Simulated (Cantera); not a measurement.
A closed system holds: 1 mol SiF4, 0.21 mol N2, held at 1275 K and 320 Pa.

Method: chemical equilibrium by Gibbs-energy minimisation in Cantera with the NASA 1993 tables (ideal gas, pure condensed phases). Candidate condensed phases: Si, Si3N4; 16 gas species. The numbers say what is thermodynamically allowed, not how fast it happens.

### Question
What is the equilibrium state?

### Answer
- x(SiF4) = 0.826
- x(N2) = 0.174
- gas amount = 1.210 mol
- log10 activity of Si(s) (absent) = -23.28
